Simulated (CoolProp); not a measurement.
Vapour-liquid equilibrium of n-octane (1) + p-xylene (2) at 339.2 K; x and y are mole fractions of (1).

The numbers come from the multi-fluid Helmholtz-energy mixture model, Beckmüller 2019 and Zhou 2012; pair parameters Bell 2016 in CoolProp.

```csv
x,bubble pressure (MPa),y at the bubble point,dew pressure at overall composition x (MPa),liquid density (mol/L)
0.05,0.009381,0.096,0.009154,7.608
0.125,0.009991,0.214,0.009528,7.430
0.2,0.01051,0.310,0.009918,7.261
0.275,0.01097,0.393,0.01032,7.098
0.35,0.01136,0.466,0.01073,6.942
0.425,0.01172,0.533,0.01114,6.792
0.5,0.01204,0.597,0.01154,6.648
0.575,0.01232,0.657,0.01193,6.510
0.65,0.01258,0.717,0.01229,6.377
0.725,0.01282,0.776,0.01262,6.249
0.8,0.01304,0.836,0.01291,6.125
0.875,0.01324,0.896,0.01317,6.007
0.95,0.01342,0.958,0.01340,5.892
```

No azeotrope shows between x = 0.05 and 0.95.

The pair parameters rest on a limited set of measurements; away from them the model extrapolates.
